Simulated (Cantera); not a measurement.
A perfectly stirred reactor is fed with CH4 : CO2 : H2 = 1 : 0.55 : 0.44 (molar parts), at 14.0 bar; it is held at 1450 K, and followed from long to short residence time.

Detailed kinetics in Cantera: GRI-Mech 3.0 (53 species, 325 reactions). GRI-Mech 3.0 stops at C3 and has no aromatics, soot or wall deposition, so with more carbon than oxygen in the feed, carbon stays in small species such as C2H2 where larger ones or solid carbon would form. The pressure lies above the range GRI-Mech 3.0 was tuned for (to about 10 atm).

Problem. Predict: x(CH4) at τ = 0.880 s; x(CO2) at τ = 0.880 s; x(H2) at τ = 0.880 s; x(H) at τ = 0.880 s; x(OH) at τ = 0.880 s; x(CH4) at τ = 6.60 ms; x(CO2) at τ = 6.60 ms; x(H2) at τ = 6.60 ms; x(H) at τ = 6.60 ms; x(OH) at τ = 6.60 ms.

Solution. 
```
Property                Result
---------------------  -------
x(CH4) at τ = 0.880 s    0.341
x(CO2) at τ = 0.880 s    0.108
x(H2) at τ = 0.880 s     0.207
x(H) at τ = 0.880 s    1.07e-6
x(OH) at τ = 0.880 s   1.77e-8
x(CH4) at τ = 6.60 ms    0.496
x(CO2) at τ = 6.60 ms    0.273
x(H2) at τ = 6.60 ms     0.222
x(H) at τ = 6.60 ms    6.70e-7
x(OH) at τ = 6.60 ms   1.52e-9
```
